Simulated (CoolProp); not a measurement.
Saturation properties of fluorine (Tc = 144.4 K, pc = 5240 kPa, ω = 0.045).

The numbers come from the reference Helmholtz-energy equation of state, de Reuck 1990 in CoolProp.

| T (K) | p (kPa) | liquid density (kg/m³) | vapour density (kg/m³) | enthalpy of vaporisation (kJ/kg) | surface tension (mN/m) |
|---|---|---|---|---|---|
| 79.1 | 48.52 | 1543 | 2.863 | 179.7 | 15.1 |
| 82.1 | 71.42 | 1522 | 4.087 | 177.1 | 14.3 |
| 85.2 | 103.2 | 1501 | 5.739 | 174.2 | 13.4 |
| 88.2 | 143.6 | 1479 | 7.781 | 171.3 | 12.6 |
| 91.2 | 195.0 | 1458 | 10.33 | 168.3 | 11.8 |
| 94.3 | 261.7 | 1434 | 13.58 | 165.0 | 11.0 |
| 97.3 | 341.4 | 1411 | 17.40 | 161.6 | 10.2 |
| 100.4 | 441.5 | 1387 | 22.16 | 157.9 | 9.36 |
| 103.4 | 557.5 | 1362 | 27.64 | 154.1 | 8.59 |
| 106.4 | 694.4 | 1337 | 34.10 | 150.0 | 7.83 |
| 109.5 | 860.0 | 1310 | 41.95 | 145.6 | 7.06 |
| 112.5 | 1046 | 1282 | 50.85 | 140.9 | 6.33 |
| 115.5 | 1259 | 1254 | 61.23 | 136.0 | 5.61 |
| 118.6 | 1510 | 1222 | 73.79 | 130.4 | 4.89 |
| 121.6 | 1785 | 1190 | 88.06 | 124.5 | 4.20 |

It boils at 85.0 K under 1 atm.

Surface tension comes from a separate correlation (Mulero 2012).
